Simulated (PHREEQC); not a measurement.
Make-up at 59 °C: 86 mmol/kgw CdCl2, 0.14 mmol/kgw NaOH, 2.6 mmol/kgw NiCl2 and 29 mmol/kgw KCl. Closed to the air; pH follows from the charge balance.

All values are PHREEQC results (ion-association model, wateq4f.dat), not measurements.

No solid was allowed to form.

### Question
Predict the pH, ionic strength.

### Answer
pH 6.57; ionic strength 0.134 mol/kgw.

### Question
In which forms is Ni present?

### Answer
Ni+2 90 %, NiCl+ 8.1 %, NiCl2 1.8 % of the Ni.

The solution is supersaturated, for example in CdOHCl, so a real one may precipitate; this is no full list. Complexes and solids missing from the database can't appear. Constants without temperature data keep their 25 °C values here.
